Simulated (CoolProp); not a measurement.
Dimethyl ether along the isobar 11000 kPa: density (kg/m³) from the reference equation and from simpler models built on Tc = 400.4 K, pc = 5337 kPa, ω = 0.196; each cubic takes its own stable root.

The numbers come from the reference Helmholtz-energy equation of state, Wu 2011 in CoolProp.

```tsv
T (K)	phase	reference	van der Waals	Redlich-Kwong	Soave-Redlich-Kwong	Peng-Robinson
237.5	liquid	760.5	475.4	688.4	699.8	787.6
254	liquid	739.7	465.3	669.2	681.8	767.9
270.5	liquid	718.2	454.7	648.8	662.3	746.5
287	liquid	696.0	443.6	627.2	641.3	723.2
303.5	liquid	672.8	432.0	604.1	618.4	697.6
320	liquid	648.4	419.8	579.5	593.5	669.4
336.5	liquid	622.4	406.8	553.0	566.1	638.1
353	liquid	594.4	392.9	524.5	535.9	603.2
369.5	liquid	563.5	378.0	493.5	502.3	563.9
386	liquid	528.6	361.9	459.4	464.3	519.1
402.5	supercritical	487.6	344.2	421.7	420.9	467.5
419	supercritical	437.2	324.8	379.8	371.1	408.0
435.5	supercritical	373.8	303.1	(withheld)	315.8	342.5
452	supercritical	(withheld)	(withheld)	286.0	262.3	281.1
468.5	supercritical	245.6	253.2	243.8	220.7	234.9
485	supercritical	208.8	227.1	211.4	191.8	203.2
```

Task: Complete the blanks.

Result: 
- 435.5, Redlich-Kwong: 333.5
- 452, reference: 302.7
- 452, van der Waals: 279.1
